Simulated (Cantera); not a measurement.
Feed: 1 mol FeS2, 4.9 mol H2S, 4.3 mol H2O, equilibrated at 1048 K and 1000 Pa.

Cantera equilibrium calculation (NASA polynomials, part measured and part estimated; ideal gas, pure solids and liquids). Candidate condensed phases: Fe, FeO, Fe(OH)2, Fe(OH)3, FeS, FeSO4, FeS2, Fe2O3, Fe2(SO4)3, Fe3O4, H2O, H2SO4, S; 22 gas species. FeS: taken at fixed stoichiometry. Gases not in the tables: S3 to S7. The numbers say what is thermodynamically allowed, not how fast it happens.

Base state: H2O 0.414, H2S 0.348, H2 0.127, S2 0.110, SO2 0.000672, SH 0.000146, S2O 8.95e-5 (mole fractions); condensed: FeS(s).

**Question.** What changes in the equilibrium state with this change: H2S from 4.9 to 0.15 mol?

**Answer.** 
```csv
species,before,after
H2O,0.414,0.803
S2,0.110,0.0664
H2S,0.348,0.0659
H2,0.127,0.0309
SO2,0.000672,0.0330
SO,6.09e-6,3.76e-5
S2O,8.95e-5,0.000429
SH,0.000146,5.60e-5
"FeS(s), mol",1.00,1.00
```
